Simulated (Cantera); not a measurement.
A Cantera script and what it prints.

```python
import numpy as np
import cantera as ct

gas_names = """
    H HNO HNO2 HNO3 HO2 H2 H2O H2O2 N NH NH2 NH3 NH2OH NO NO2 NO3 N2 N2H2 N2H4 N2O O OH O2 O3 Pb PbO Pb2
""".split()
cond_names = """
    H2O(s) H2O(L) Pb(cr) Pb(L) PbO(rd) PbO(yw) PbO(L) PbO2(s) Pb3O4(s)
""".split()


# ... load() reads the species with a 1 bar reference pressure and builds the phases ...
atoms = {
    'PbO': {'Pb': 1, 'O': 1},
    'H2': {'H': 2},
    'N2': {'N': 2},
}
top_T = {'Pb3O4(s)': 820}  # K; cautious upper limits of use, not melting points


# ... equilibrate(T, P, feed) seeds the gas with the atoms and calls Mixture.equilibrate('TP', solver="vcs", rtol=1e-11, max_steps=5000) ...
results = []
feed = {'PbO': 1, 'H2': 0.42, 'N2': 3.5}  # mol
T = 823.15  # K
P = 1200  # Pa
mix = equilibrate(T, P, feed)
results.append((T, P, feed, dict(zip(mix.species_names, mix.species_moles))))
x = sorted(zip(gas.X, gas.species_names), reverse=True)
print(f"T = {T:g} K  P = {P:g} Pa  gas = {mix.phase_moles(0):.4g} mol")
print("   x: " + "  ".join(f"{s} {v:.3e}" for v, s in x if v > 1e-05))
print("   condensed (mol): " + ("  ".join(f"{mix.phase(i).name} {mix.phase_moles(i):.4g}"
      for i in range(1, mix.n_phases) if mix.phase_moles(i) > 1e-12) or "none"))
```

Output:

```
T = 823.15 K  P = 1200 Pa  gas = 3.92 mol
   x: N2 8.928e-01  H2O 1.071e-01  Pb 1.125e-05
   condensed (mol): Pb(L) 0.4199  PbO(yw) 0.58
```

Equilibrium computed with Cantera from the NASA thermochemical tables; the gas is ideal and each condensed phase is pure.
